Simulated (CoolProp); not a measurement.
A single-stage vapour-compression cycle with the fluid: evaporating at 299.15 K (dew point), condensing at 340.15 K (bubble point), superheat 2 K, subcooling 8 K, compressor efficiency 0.75, no pressure losses. The same conditions are run with several fluids, on thermodynamics alone (safety and materials aside).

The numbers come from the reference Helmholtz-energy equation of state of each fluid (vinyl chloride: Thol 2022; R236FA: Pan 2012; isobutene: Lemmon 2005; R245fa: Akasaka 2015; carbonyl sulfide: Lemmon 2006; propyne: Polt 1992) in CoolProp. The equations of Platzer and Polt are older, rougher fits.

```json
[
 {"fluid": "vinyl chloride", "cooling COP": "4.90", "pressure ratio": "2.88", "discharge temperature (K)": "370.2", "refrigerating effect (kJ/kg)": "271", "volumetric capacity (kJ/m³)": "2980"},
 {"fluid": "R236FA", "cooling COP": "4.55", "pressure ratio": "3.24", "discharge temperature (K)": "340.1", "refrigerating effect (kJ/kg)": "104", "volumetric capacity (kJ/m³)": "1960"},
 {"fluid": "isobutene", "cooling COP": "4.76", "pressure ratio": "2.93", "discharge temperature (K)": "345.8", "refrigerating effect (kJ/kg)": "279", "volumetric capacity (kJ/m³)": "2160"},
 {"fluid": "R245fa", "cooling COP": "4.79", "pressure ratio": "3.65", "discharge temperature (K)": "342.7", "refrigerating effect (kJ/kg)": "147", "volumetric capacity (kJ/m³)": "1290"},
 {"fluid": "carbonyl sulfide", "cooling COP": "4.47", "pressure ratio": "2.44", "discharge temperature (K)": "378.3", "refrigerating effect (kJ/kg)": "198", "volumetric capacity (kJ/m³)": "7450"},
 {"fluid": "propyne", "cooling COP": "4.80", "pressure ratio": "2.83", "discharge temperature (K)": "362.6", "refrigerating effect (kJ/kg)": "385", "volumetric capacity (kJ/m³)": "4140"}
]
```

The compression ends wet for: R236FA.
